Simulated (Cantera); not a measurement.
A Cantera script and what it prints.

```python
import numpy as np
import cantera as ct

gas_names = """
    CL CL2 H HCL H2 N NH NH2 NH3 N2 N2H2 N2H4 Si SiCL SiCL2 SiCL3 SiCL4 SiH SiHCL3 SiH2 SiH2CL2 SiH3
    SiH3CL SiH4 SiN Si2 Si2N Si3
""".split()
cond_names = """
    NH4CL(a) NH4CL(b) Si(cr) Si(L) Si3N4(a)
""".split()


def load(file, names, dense=False):
    # The tables refer to 1 bar. Condensed volumes are neglected.
    table = {s.name: s for s in ct.Species.list_from_file(file)}
    out = []
    for n in names:
        d = dict(table[n].input_data)
        d["thermo"] = dict(d["thermo"], **{"reference-pressure": 1e5})
        if dense:
            d["equation-of-state"] = {"model": "constant-volume", "density": "1e6 g/cm^3"}
        out.append(ct.Species.from_dict(d))
    return out


gas = ct.Solution(thermo="ideal-gas", species=load("nasa_gas.yaml", gas_names))
cond = {s.name: ct.Solution(thermo="fixed-stoichiometry", species=[s], name=s.name)
        for s in load("nasa_condensed.yaml", cond_names, dense=True)}
atoms = {
    'Si': {'Si': 1},
    'HCl': {'H': 1, 'CL': 1},
    'N2': {'N': 2},
}
top_T = {'Si3N4(a)': 2400}  # K; cautious upper limits of use, not melting points


def equilibrate(T, P, feed):
    n = {}
    for name, mol in feed.items():
        for a, k in atoms[name].items():
            n[a] = n.get(a, 0.0) + k * mol
    gas.TPX = T, P, n
    mass = sum(n.values()) * gas.mean_molecular_weight
    gas.equilibrate("TP")
    valid = [c for c in cond.values() if c.min_temp <= T <= top_T.get(c.name, c.max_temp)]
    mix = ct.Mixture([(gas, mass / gas.mean_molecular_weight)] + [(c, 0.0) for c in valid])
    mix.T, mix.P = T, P
    mix.equilibrate("TP", solver="vcs", rtol=1e-11, max_steps=5000)
    return mix


results = []
P = 28  # Pa
for T in [750, 825, 900, 975, 1050, 1125, 1200, 1275, 1350, 1425]:
    for m in [1.9, 2.3, 2.7, 3.3, 3.9, 4.6, 5.5, 6.6, 7.8, 9.3, 11, 13, 16]:
        feed = {'Si': 1, 'HCl': m, 'N2': 3}  # mol
        mix = equilibrate(T, P, feed)
        results.append((T, P, feed, dict(zip(mix.species_names, mix.species_moles))))

for T, P, feed, n in results:
    print(f"{T:7g} {feed['HCl']:10.4g}  " + (" + ".join(c for c in cond_names if n.get(c, 0) > 1e-12) or "gas only"))
```

Output:

```
    750        1.9  Si3N4(a)
    750        2.3  Si3N4(a)
    750        2.7  Si3N4(a)
    750        3.3  Si3N4(a)
    750        3.9  Si3N4(a)
    750        4.6  Si3N4(a)
    750        5.5  Si3N4(a)
    750        6.6  Si3N4(a)
    750        7.8  Si3N4(a)
    750        9.3  gas only
    750         11  gas only
    750         13  gas only
    750         16  gas only
    825        1.9  Si3N4(a)
    825        2.3  Si3N4(a)
    825        2.7  Si3N4(a)
    825        3.3  Si3N4(a)
    825        3.9  Si3N4(a)
    825        4.6  Si3N4(a)
    825        5.5  Si3N4(a)
    825        6.6  Si3N4(a)
    825        7.8  Si3N4(a)
    825        9.3  gas only
    825         11  gas only
    825         13  gas only
    825         16  gas only
    900        1.9  Si3N4(a)
    900        2.3  Si3N4(a)
    900        2.7  Si3N4(a)
    900        3.3  Si3N4(a)
    900        3.9  Si3N4(a)
    900        4.6  Si3N4(a)
    900        5.5  Si3N4(a)
    900        6.6  Si3N4(a)
    900        7.8  Si3N4(a)
    900        9.3  gas only
    900         11  gas only
    900         13  gas only
    900         16  gas only
    975        1.9  Si3N4(a)
    975        2.3  Si3N4(a)
    975        2.7  Si3N4(a)
    975        3.3  Si3N4(a)
    975        3.9  Si3N4(a)
    975        4.6  Si3N4(a)
    975        5.5  Si3N4(a)
    975        6.6  Si3N4(a)
    975        7.8  Si3N4(a)
    975        9.3  Si3N4(a)
    975         11  gas only
    975         13  gas only
    975         16  gas only
   1050        1.9  Si3N4(a)
   1050        2.3  Si3N4(a)
   1050        2.7  Si3N4(a)
   1050        3.3  Si3N4(a)
   1050        3.9  Si3N4(a)
   1050        4.6  Si3N4(a)
   1050        5.5  Si3N4(a)
   1050        6.6  Si3N4(a)
   1050        7.8  Si3N4(a)
   1050        9.3  Si3N4(a)
   1050         11  gas only
   1050         13  gas only
   1050         16  gas only
   1125        1.9  Si3N4(a)
   1125        2.3  Si3N4(a)
   1125        2.7  Si3N4(a)
   1125        3.3  Si3N4(a)
   1125        3.9  Si3N4(a)
   1125        4.6  Si3N4(a)
   1125        5.5  Si3N4(a)
   1125        6.6  Si3N4(a)
   1125        7.8  Si3N4(a)
   1125        9.3  Si3N4(a)
   1125         11  gas only
   1125         13  gas only
   1125         16  gas only
   1200        1.9  Si3N4(a)
   1200        2.3  Si3N4(a)
   1200        2.7  Si3N4(a)
   1200        3.3  Si3N4(a)
   1200        3.9  Si3N4(a)
   1200        4.6  Si3N4(a)
   1200        5.5  Si3N4(a)
   1200        6.6  Si3N4(a)
   1200        7.8  Si3N4(a)
   1200        9.3  gas only
   1200         11  gas only
   1200         13  gas only
   1200         16  gas only
   1275        1.9  Si3N4(a)
   1275        2.3  Si3N4(a)
   1275        2.7  Si3N4(a)
   1275        3.3  Si3N4(a)
   1275        3.9  Si3N4(a)
   1275        4.6  Si3N4(a)
   1275        5.5  Si3N4(a)
   1275        6.6  gas only
   1275        7.8  gas only
   1275        9.3  gas only
   1275         11  gas only
   1275         13  gas only
   1275         16  gas only
   1350        1.9  Si3N4(a)
   1350        2.3  Si3N4(a)
   1350        2.7  Si3N4(a)
   1350        3.3  Si3N4(a)
   1350        3.9  Si3N4(a)
   1350        4.6  gas only
   1350        5.5  gas only
   1350        6.6  gas only
   1350        7.8  gas only
   1350        9.3  gas only
   1350         11  gas only
   1350         13  gas only
   1350         16  gas only
   1425        1.9  Si3N4(a)
   1425        2.3  Si3N4(a)
   1425        2.7  Si3N4(a)
   1425        3.3  Si3N4(a)
   1425        3.9  gas only
   1425        4.6  gas only
   1425        5.5  gas only
   1425        6.6  gas only
   1425        7.8  gas only
   1425        9.3  gas only
   1425         11  gas only
   1425         13  gas only
   1425         16  gas only
```

Cantera equilibrium calculation (NASA polynomials, part measured and part estimated; ideal gas, pure solids and liquids). N2 is the only nitrogen source here; it is nearly inert below about 1500 K, so the nitride shown seldom forms there in practice. The tables' values for SiCl3 are old estimates.
